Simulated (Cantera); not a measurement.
**Adiabatic ignition**

An adiabatic, constant-volume homogeneous reactor starts with 14.1 % CO, 2.26 % H₂, 8.28 % O₂, 75.3 % N₂, at 1725 K and 1000000 Pa.

Cantera simulation using GRI-Mech 3.0 (53 species, 325 reactions); the numbers are that mechanism's predictions, not measurements. The hydrogen kinetics of GRI-Mech 3.0 are dated; newer H2 mechanisms differ, most at raised pressure.

```csv
t (s),T (K),P (bar),x CO,x H₂,x O₂,x HO₂,x NO₂,x H
4.00e-6,1985,11.4,0.112,0.00182,0.0512,4.96e-5,6.12e-8,0.00645
1.24e-5,2547,14.1,0.0625,0.00178,0.0285,9.82e-6,6.03e-7,0.00302
3.83e-5,2791,15.2,0.0424,0.00111,0.0197,4.67e-6,1.29e-6,0.000967
0.000119,2829,15.4,0.0383,0.000997,0.0167,4.09e-6,2.83e-6,0.000736
0.000367,2819,15.3,0.0385,0.00101,0.0150,3.71e-6,5.37e-6,0.000715
0.00114,2813,15.3,0.0387,0.00102,0.0142,3.51e-6,6.57e-6,0.000706
0.00352,2813,15.3,0.0387,0.00102,0.0141,3.50e-6,6.62e-6,0.000705
0.0109,2813,15.3,0.0387,0.00102,0.0141,3.50e-6,6.62e-6,0.000705
0.0337,2813,15.3,0.0387,0.00102,0.0141,3.50e-6,6.62e-6,0.000705
0.104,2813,15.3,0.0387,0.00102,0.0141,3.50e-6,6.62e-6,0.000705
0.323,2813,15.3,0.0387,0.00102,0.0141,3.50e-6,6.62e-6,0.000705
1.00,2813,15.3,0.0387,0.00102,0.0141,3.50e-6,6.62e-6,0.000705
```
x: mole fraction; the columns are a selection and need not sum to one.

| Quantity | Result |
|---|---|
| time of steepest temperature rise | 2.81 µs |
| temperature at 1.00 s | 2813 K |
| equilibrium temperature | 2813 K |
| x(CO) at 1.00 s | 0.0387 (gas-phase equilibrium 0.0387) |
| x(H₂) at 1.00 s | 0.00102 (gas-phase equilibrium 0.00102) |
| x(O₂) at 1.00 s | 0.0141 (gas-phase equilibrium 0.0141) |
